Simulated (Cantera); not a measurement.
A freely propagating, adiabatic, planar premixed flame of H2 : O2 : N2 = 1 : 0.185 : 0.696 (molar parts), equivalence ratio 2.7, unburnt at 450 K and 55000 Pa; mixture-averaged transport, grid criteria slope 0.08 and curve 0.16, no radiation.

Detailed kinetics in Cantera: the H2/O2 subset of GRI-Mech 3.0, which has no nitrogen chemistry. Burning velocities carry a grid error of a few per cent, more on coarse grids.

Q: What does this change do: inlet temperature 450 to 700 K?

A: 
| quantity | before | after |
|---|---|---|
| laminar burning velocity | 471 cm/s | 1040 cm/s |
| thermal thickness | 0.934 mm | 1.11 mm |
| peak x(OH) | 0.00143 | 0.00252 |
| peak x(HO2) | 0.000215 | 9.71e-5 |
| peak x(H) | 0.0775 | 0.102 |

Q: What does this change do: inlet temperature 450 to 400 K?

A: 
| quantity | before | after |
|---|---|---|
| laminar burning velocity | 471 cm/s | 387 cm/s |
| thermal thickness | 0.934 mm | 0.889 mm |
| peak x(OH) | 0.00143 | 0.00128 |
| peak x(HO2) | 0.000215 | 0.000243 |
| peak x(H) | 0.0775 | 0.0724 |
